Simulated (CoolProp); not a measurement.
Isohexane at several states: fugacity coefficient from the reference equation and from simpler models built on Tc = 224.6 °C, pc = 3043 kPa, ω = 0.280; each cubic takes its own stable root.

Values from CoolProp's reference Helmholtz-energy equation of state, Lemmon 2006. It is a short technical equation, of lower accuracy than the large ones.

| T (°C) | p (kPa) | phase | reference | Redlich-Kwong | Soave-Redlich-Kwong | Peng-Robinson |
|---|---|---|---|---|---|---|
| 73.95 | 938 | liquid | (withheld) | 0.2633 | 0.1621 | (withheld) |
| 108.45 | 5810 | liquid | 0.07523 | (withheld) | (withheld) | 0.07485 |
| 247.55 | 149 | gas | 0.9856 | 0.9854 | 0.9858 | 0.9840 |
| -10.85 | 588 | liquid | 0.008778 | (withheld) | 0.008609 | (withheld) |

**Question.** Complete the blanks.

**Answer.** 
- 73.95, reference: 0.1601
- 73.95, Peng-Robinson: 0.1605
- 108.45, Redlich-Kwong: 0.1096
- 108.45, Soave-Redlich-Kwong: 0.07857
- -10.85, Redlich-Kwong: 0.02423
- -10.85, Peng-Robinson: 0.009099
